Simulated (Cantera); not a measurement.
An isothermal, constant-pressure homogeneous reactor starts with 1.95 % CH4, 0.449 % O2, 97.6 % N2, equivalence ratio 8.7, at 1475 K and 1800000 Pa.

Computed with Cantera and GRI-Mech 3.0 (53 species, 325 reactions). GRI-Mech 3.0 stops at C3 and has no aromatics, soot or wall deposition, so with more carbon than oxygen in the feed, carbon stays in small species such as C2H2 where larger ones or solid carbon would form. The pressure lies above the range GRI-Mech 3.0 was tuned for (to about 10 atm).

x: mole fraction; the columns are a selection and need not sum to one.

```tsv
t (s)	x CH4	x O2	x O	x OH	x HCO
0.000500	0.0195	0.00448	9.67e-10	2.62e-9	6.30e-11
0.00110	0.0194	0.00446	1.24e-9	3.38e-9	1.76e-10
0.00241	0.0192	0.00441	1.86e-9	5.05e-9	4.47e-10
0.00528	0.0187	0.00422	3.37e-9	8.69e-9	8.65e-10
0.0116	0.0170	0.00345	7.03e-9	1.71e-8	1.43e-9
0.0254	0.0135	0.00124	4.41e-9	1.45e-8	8.07e-10
0.0558	0.0117	0.000172	3.71e-10	4.62e-9	8.28e-11
0.122	[?]	[?]	1.32e-11	[?]	2.87e-11
0.269	0.00881	3.24e-9	<1e-12	2.92e-9	3.10e-11
0.590	[?]	<1e-12	<1e-12	2.77e-9	3.70e-11
1.29	0.00485	<1e-12	<1e-12	2.67e-9	4.44e-11
2.84	0.00410	<1e-12	<1e-12	2.54e-9	5.19e-11
6.23	0.00408	<1e-12	<1e-12	2.21e-9	6.06e-11
13.7	0.00418	<1e-12	<1e-12	1.69e-9	7.51e-11
30.0	0.00427	<1e-12	<1e-12	1.06e-9	9.61e-11
```

**Question.** Complete the blanks.

**Answer.** 
- 0.122, x CH4: 0.0105
- 0.122, x O2: 7.10e-6
- 0.122, x OH: 3.16e-9
- 0.590, x CH4: 0.00669
